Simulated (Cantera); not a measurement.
Input: 1 mol AlN, 35 mol Cl₂, 2.5 mol H₂O, held at 1273.15 K and 4100 Pa.

Cantera equilibrium calculation (NASA polynomials, part measured and part estimated; ideal gas, pure solids and liquids). Candidate condensed phases: Al, AlCl₃, AlN, Al₂O₃, H₂O, NH₄Cl; 45 gas species. Rates play no part.

Base state: Cl₂ 0.804, HCl 0.127, Cl 0.0430, O₂ 0.0131, N₂ 0.0127, AlCl₃ 0.000518, ClO 3.43e-5, H₂O 3.40e-5 (mole fractions); condensed: Al₂O₃(s).

**Question.** What changes in the equilibrium state with this change: temperature from 1273.15 K to 1123.15 K?

**Answer.** 
| species | before | after |
|---|---|---|
| Cl₂ | 0.804 | 0.836 |
| HCl | 0.127 | 0.129 |
| N₂ | 0.0127 | 0.0129 |
| Cl | 0.0430 | 0.00906 |
| O₂ | 0.0131 | 0.0129 |
| AlCl₃ | 0.000518 | 2.48e-5 |
| ClO | 3.43e-5 | 9.61e-6 |
| NO | 1.05e-5 | 3.32e-6 |
| H₂O | 3.40e-5 | 7.12e-5 |
| Al₂O₃(s), mol | 0.490 | 0.500 |
